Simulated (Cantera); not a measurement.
Premixed flame

A freely propagating, adiabatic, planar premixed flame of CO : H2 : CH4 : O2 : N2 : H2O = 1 : 0.17 : 0.66 : 2.24 : 8.43 : 0.025 (molar parts), equivalence ratio 0.85, unburnt at 300 K and 900 Torr; mixture-averaged transport, grid criteria slope 0.08 and curve 0.16, no radiation.

Cantera simulation using GRI-Mech 3.0 (53 species, 325 reactions); the numbers are that mechanism's predictions, not measurements. Burning velocities carry a grid error of a few per cent, more on coarse grids.

| z (mm) | T (K) | u (m/s) | x CO | x H2 | x CH4 | x H | x C2H2 | x O2 |
|---|---|---|---|---|---|---|---|---|
| -1.12 | 300 | 0.414 | 0.0798 | 0.0135 | 0.0527 | <1e-8 | <1e-8 | 0.179 |
| -0.744 | 300 | 0.414 | 0.0798 | 0.0135 | 0.0527 | <1e-8 | <1e-8 | 0.179 |
| -0.558 | 302 | 0.417 | 0.0799 | 0.0133 | 0.0526 | <1e-8 | <1e-8 | 0.179 |
| -0.372 | 324 | 0.447 | 0.0798 | 0.0130 | 0.0519 | <1e-8 | 1.05e-8 | 0.178 |
| -0.186 | 634 | 0.877 | 0.0789 | 0.0123 | 0.0409 | 1.48e-5 | 3.64e-7 | 0.159 |
| -0.0930 | 1051 | 1.46 | 0.0782 | 0.0119 | 0.0246 | 0.000423 | 1.28e-6 | 0.128 |
| 0 | 1467 | 2.02 | 0.0739 | 0.0103 | 0.00613 | 0.00230 | 2.91e-6 | 0.0863 |
| 0.0930 | 1658 | 2.27 | 0.0578 | 0.00697 | 0.000380 | 0.00450 | 3.70e-7 | 0.0603 |
| 0.186 | 1741 | 2.37 | 0.0426 | 0.00569 | 1.22e-5 | 0.00515 | <1e-8 | 0.0503 |
| 0.372 | 1842 | 2.48 | 0.0283 | 0.00523 | 1.84e-8 | 0.00442 | <1e-8 | 0.0430 |
| 0.744 | 1946 | 2.60 | 0.0201 | 0.00417 | <1e-8 | 0.00265 | <1e-8 | 0.0383 |
| 1.49 | 2035 | 2.71 | 0.0141 | 0.00275 | <1e-8 | 0.00123 | <1e-8 | 0.0348 |
| 2.98 | 2100 | 2.78 | 0.00885 | 0.00162 | <1e-8 | 0.000496 | <1e-8 | 0.0321 |
x: mole fraction of selected species; z is measured from the peak of heat release.

```yaml
laminar_burning_velocity: 41.4 cm/s
thermal_thickness: 0.372 mm
peak x(H): 0.00516
peak x(C2H2): 2.92e-6
grid_points: 140
```
